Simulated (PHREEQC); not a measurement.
Consider water at 20 °C with 0.27 mol/kgw NaHF2. Closed to the air; pH follows from the charge balance.

Model: ion-association model, phreeqc.dat, run in PHREEQC.

This is a speciation only: nothing precipitates in the calculation.

Estimate the pH, density, ionic strength.

pH 2.93; density 1.011 g/cm³; ionic strength 0.260 mol/kgw.

In which forms is F present?

HF2- 37 %, HF 31 %, F- 30 %, NaF 2.1 % of the F.
